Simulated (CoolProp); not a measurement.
Dimethyl ether along the isotherm 525 K: Z from the reference equation and from simpler models built on Tc = 400.4 K, pc = 53.37 bar, ω = 0.196; each cubic takes its own stable root.

The numbers come from the reference Helmholtz-energy equation of state, Wu 2011 in CoolProp.

| p (bar) | phase | reference | van der Waals | Soave-Redlich-Kwong | Peng-Robinson |
|---|---|---|---|---|---|
| 0.422 | gas | 0.9988 | 0.9988 | 0.9990 | 0.9988 |
| 0.75 | gas | 0.9979 | 0.9979 | 0.9982 | 0.9978 |
| 1.33 | gas | 0.9962 | 0.9963 | 0.9968 | 0.9961 |
| 2.37 | gas | 0.9933 | 0.9933 | 0.9943 | 0.9930 |
| 4.22 | gas | 0.9880 | 0.9881 | 0.9898 | 0.9876 |
| 7.5 | gas | 0.9788 | 0.9786 | 0.9818 | 0.9779 |
| 13.3 | gas | 0.9627 | (withheld) | 0.9678 | 0.9610 |
| 23.7 | gas | 0.9341 | 0.9306 | 0.9429 | 0.9311 |
| 42.2 | gas | 0.8843 | 0.8721 | 0.8993 | 0.8796 |
| 75 | supercritical | 0.7997 | (withheld) | 0.8281 | 0.7977 |
| 133 | supercritical | 0.6894 | (withheld) | 0.7487 | (withheld) |

Task: Some entries are withheld; supply them.

Result: 
- 13.3, van der Waals: 0.9617
- 75, van der Waals: 0.7604
- 133, van der Waals: 0.6348
- 133, Peng-Robinson: 0.7082
